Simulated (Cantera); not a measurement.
## Gas activation for diamond growth

An isothermal, constant-pressure homogeneous reactor starts with 0.903 % CH4, 98.1 % H2, 0.981 % O2, at 3000 K and 22.5 Torr.

Cantera simulation using GRI-Mech 3.0 (53 species, 325 reactions); the numbers are that mechanism's predictions, not measurements. Radical loss at walls, strong at low pressure, is not modelled.

```
t (s)        x CH4   x H2     x O2    x C2H2    x CH2O
--------  --------  -----  -------  --------  --------
1.00e-5    0.00836  0.978  0.00959   4.18e-8   7.45e-7
3.10e-5    0.00743  0.969  0.00834   2.48e-6   3.51e-6
9.63e-5    0.00502  0.939  0.00207  0.000151   2.57e-6
0.000299   0.00213  0.914  3.34e-7   0.00162   1.63e-6
0.000928  0.000399  0.892  2.03e-7   0.00254   5.31e-7
0.00288    8.94e-5  0.859  2.50e-7  0.000970   1.79e-7
0.00894    7.20e-8  0.786  4.76e-7   6.62e-7   1.25e-9
0.0278    2.89e-12  0.633  1.87e-6    <1e-12  2.10e-10
0.0862      <1e-12  0.462  4.98e-6    <1e-12  5.04e-11
0.267       <1e-12  0.404  6.27e-6    <1e-12  3.13e-11
0.830       <1e-12  0.403  6.30e-6    <1e-12  3.09e-11
2.58        <1e-12  0.403  6.30e-6    <1e-12  3.09e-11
8.00        <1e-12  0.403  6.30e-6    <1e-12  3.09e-11
```
x: mole fraction; the columns are a selection and need not sum to one.

Equilibrium at this temperature and pressure: CH4 <1e-12, H2 0.403, O2 6.30e-6, C2H2 <1e-12, CH2O 3.09e-11 (gas phase only).
